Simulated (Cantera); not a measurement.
Input: 1 mol Si₃N₄, 0.61 mol O₂, 380 mol H₂, 0.0018 mol CO₂, equilibrated at 0.00860 bar.

Equilibrium computed with Cantera from the NASA thermochemical tables; the gas is ideal and each condensed phase is pure. Candidate condensed phases: C, C₆H₆, C₇H₈, C₈H₁₈, H₂O, Si, SiC, SiO₂, Si₂N₂O, Si₃N₄; 151 gas species. Mutual solubility and eutectic melting of coexisting phases are not modelled. Gases not in the tables: Si₂H₆ and higher silanes. The numbers say what is thermodynamically allowed, not how fast it happens.

Task: Which condensed phases are stable at each of these points (T (°C)): 1225, 1300, 1375, 1450, 1525, 1600, 1675, 1750?

Result: 
| T (°C) | condensed phases | Si condensed (%) |
|---|---|---|
| 1225 | Si(s) + Si₂N₂O(s) | 97.1 |
| 1300 | Si(s) + Si₂N₂O(s) | 67.1 |
| 1375 | Si(s) | 58.7 |
| 1450 | Si(l) | 57.4 |
| 1525 | Si(l) | 53.7 |
| 1600 | Si(l) | 44.0 |
| 1675 | Si(l) | 19.9 |
| 1750 | gas only | 0.0 |

From 1225 °C to 1300 °C the condensed part is Si(s) + Si₂N₂O(s). At 1375 °C the condensed part is Si(s). From 1450 °C to 1675 °C the condensed part is Si(l). At 1750 °C nothing is condensed.
